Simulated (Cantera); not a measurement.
Input (Python, Cantera) and output of one run.

```python
import numpy as np
import cantera as ct

gas_names = [...]  # 109 gases of nasa_gas.yaml made of C, Cl, H, Si
cond_names = """
    C(gr) C6H6(L) C7H8(L) C8H18(L),n-octa Si(cr) Si(L) SiC(b)
""".split()


# ... load() reads the species with a 1 bar reference pressure and builds the phases ...
atoms = {
    'CH3SiCl3': {'C': 1, 'H': 3, 'Si': 1, 'CL': 3},
    'C2H4': {'C': 2, 'H': 4},
    'H2': {'H': 2},
}
top_T = {'C(gr)': 4500, 'SiC(b)': 3050}  # K; cautious upper limits of use, not melting points


# ... equilibrate(T, P, feed) seeds the gas with the atoms and calls Mixture.equilibrate('TP', solver="vcs", rtol=1e-11, max_steps=5000) ...
results = []
feed = {'CH3SiCl3': 1, 'C2H4': 0.031, 'H2': 88}  # mol
P = 4400  # Pa
for T in [2223, 2273, 2323, 2373, 2423, 2473, 2523, 2573]:
    mix = equilibrate(T, P, feed)
    results.append((T, P, feed, dict(zip(mix.species_names, mix.species_moles))))

top = {s: max(r[3][s] / sum(r[3][g] for g in gas_names) for r in results) for s in gas_names}
cols = sorted((s for s in top if top[s] > 0.001), key=lambda s: -top[s])[:6]
seen = [c for c in cond_names if any(r[3].get(c, 0) > 1e-12 for r in results)]
print("log10 of partial pressures in bar; condensed amounts in mol")
print(f"{'T/K':>10s}" + "".join(f"{s[:9]:>10s}" for s in cols + seen))
for T, P, feed, n in results:
    ng = sum(n[g] for g in gas_names)
    print(f"{T:10.4g}" + "".join(f"{np.log10(max(n[s] / ng * P / 1e5, 1e-99)):10.3f}" for s in cols)
          + "".join(f"{n.get(c, 0):10.4g}" for c in seen))
```

It prints:

```
log10 of partial pressures in bar; condensed amounts in mol
       T/K        H2         H       HCL        Si C2H2,acet        CL    SiC(b)
      2223    -1.386    -2.886    -2.866    -4.142    -4.192    -4.506    0.7625
      2273    -1.391    -2.771    -2.873    -3.904    -4.029    -4.394    0.6028
      2323    -1.398    -2.662    -2.881    -3.683    -3.863    -4.289    0.3387
      2373    -1.406    -2.558    -2.890    -3.507    -3.728    -4.188         0
      2423    -1.414    -2.458    -2.897    -3.480    -3.725    -4.089         0
      2473    -1.424    -2.364    -2.906    -3.461    -3.725    -3.996         0
      2523    -1.435    -2.274    -2.919    -3.450    -3.726    -3.909         0
      2573    -1.449    -2.188    -2.934    -3.444    -3.731    -3.827         0
```

These are equilibrium values from Cantera (NASA tables, ideal gas, pure condensed phases), not measurements of a reactor. The feed counts by its element totals alone. The tables' values for SiCl are old estimates; treat these amounts as uncertain. Gases not in the tables: Si2H6 and higher silanes.
